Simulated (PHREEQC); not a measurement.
# Copper plating or etch bath (model solution)

Make-up at 50 °C: 160 mmol/kgw Cu(NO3)2, 68 mmol/kgw HBF4 and 0.08 mmol/kgw KCl. Closed to the air; pH follows from the charge balance.

All values are PHREEQC results (ion-association model, wateq4f.dat), not measurements.

This is a speciation only: nothing precipitates in the calculation.

### Question
What pH, ionic strength, activity of water does the model give?

### Answer
pH 1.31; ionic strength 0.545 mol/kgw; activity of water 0.989.

### Question
In which forms is B present?

### Answer
BF4- 91 %, H3BO3 5.0 %, BF3OH- 3.1 %, BF2(OH)2- 0.6 % of the B.

Complexes and solids missing from the database can't appear. Away from 25 °C the constants follow the database's enthalpies or fits; those with neither stay at their 25 °C values. Real BF4- forms and hydrolyses slowly; the run takes it at equilibrium.
